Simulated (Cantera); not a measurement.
Feed: 1 mol Fe, 3 mol H2S, 30 mol N2, equilibrated at 1025 K and 89.0 mbar.

These are equilibrium values from Cantera (NASA tables, ideal gas, pure condensed phases), not measurements of a reactor. Candidate condensed phases: Fe, FeS, FeS2, S; 16 gas species. FeS: taken at fixed stoichiometry. Gases not in the tables: S3 to S7. Kinetics and transport are ignored.

Base state: N2 0.907, H2S 0.0554, H2 0.0353, S2 0.00254 (mole fractions); condensed: FeS(s).

Problem. What changes in the equilibrium state with this change: 0.24 mol H2 added?

Solution. 
```
species       before    after
-----------  -------  -------
N2             0.907    0.901
H2S           0.0554   0.0562
H2            0.0353   0.0411
S2           0.00254  0.00193
FeS(s), mol     1.00     1.00
```

Problem. What changes in the equilibrium state with this change: temperature from 1025 K to 875 K?

Solution. 
```
species       before     after
-----------  -------  --------
N2             0.907     0.909
H2S           0.0554    0.0604
H2            0.0353    0.0305
S2           0.00254  0.000109
FeS(s), mol     1.00      1.00
```
